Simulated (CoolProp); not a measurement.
R1234ze(E) along the isobar 4.15 MPa: fugacity coefficient from the reference equation and from simpler models built on Tc = 382.5 K, pc = 3.635 MPa, ω = 0.313; each cubic takes its own stable root.

Computed with CoolProp (reference Helmholtz-energy equation of state, Thol 2016).

```tsv
T (K)	phase	reference
295	liquid	0.1126
303.1	liquid	0.1401
311.3	liquid	0.1719
319.4	liquid	0.2074
327.6	liquid	0.2472
335.7	liquid	0.2903
343.9	liquid	0.3374
352	liquid	0.3871
360.2	liquid	0.4399
368.3	liquid	0.4939
```

**Question.** How far does each simpler model (van der Waals, Redlich-Kwong, Soave-Redlich-Kwong, Peng-Robinson) lie from the reference over these 10 states: mean and median of the absolute difference, and the worst?

**Answer.** 
- van der Waals: mean 68.6 %, median 58.9 %, worst +150.8 % at 295 K and 4.15 MPa
- Redlich-Kwong: mean 25.3 %, median 23.4 %, worst +49.3 % at 295 K and 4.15 MPa
- Soave-Redlich-Kwong: mean 3.9 %, median 4.0 %, worst +4.2 % at 335.7 K and 4.15 MPa
- Peng-Robinson: mean 0.2 %, median 0.2 %, worst -0.6 % at 368.3 K and 4.15 MPa
